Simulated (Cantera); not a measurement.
**Adiabatic ignition**

An adiabatic, constant-volume homogeneous reactor starts with 4.19 % CO, 0.922 % H2, 3.06 % CH4, 19.3 % O2, 72.5 % N2, at 1375 K and 4430 Torr.

Model: GRI-Mech 3.0 (53 species, 325 reactions), integrated in Cantera.

```tsv
t (s)	T (K)	P (bar)	x CO	x H2	x CH4	x C2H6	x CH3
2.00e-6	1375	5.90	0.0419	0.00922	0.0306	7.51e-12	2.18e-7
7.43e-6	1375	5.90	0.0419	0.00922	0.0306	8.68e-10	1.22e-6
2.76e-5	1375	5.90	0.0419	0.00922	0.0306	2.33e-7	1.23e-5
0.000102	1393	5.98	0.0419	0.00892	0.0286	0.000363	0.000247
0.000381	2569	10.8	0.00348	0.000524	<1e-12	<1e-12	<1e-12
0.00141	2557	10.7	0.00333	0.000504	<1e-12	<1e-12	<1e-12
0.00525	2540	10.7	0.00313	0.000478	<1e-12	<1e-12	<1e-12
0.0195	2537	10.7	0.00309	0.000473	<1e-12	<1e-12	<1e-12
0.0725	2537	10.7	0.00309	0.000473	<1e-12	<1e-12	<1e-12
0.269	2537	10.7	0.00309	0.000473	<1e-12	<1e-12	<1e-12
1.00	2537	10.7	0.00309	0.000473	<1e-12	<1e-12	<1e-12
```
x: mole fraction; the columns are a selection and need not sum to one.

| Quantity | Result |
|---|---|
| time of steepest temperature rise | 0.148 ms |
| temperature at 1.00 s | 2537 K |
| equilibrium temperature | 2537 K |
| x(CO) at 1.00 s | 0.00309 (gas-phase equilibrium 0.00309) |
| x(H2) at 1.00 s | 0.000473 (gas-phase equilibrium 0.000473) |
| x(CH4) at 1.00 s | <1e-12 (gas-phase equilibrium <1e-12) |
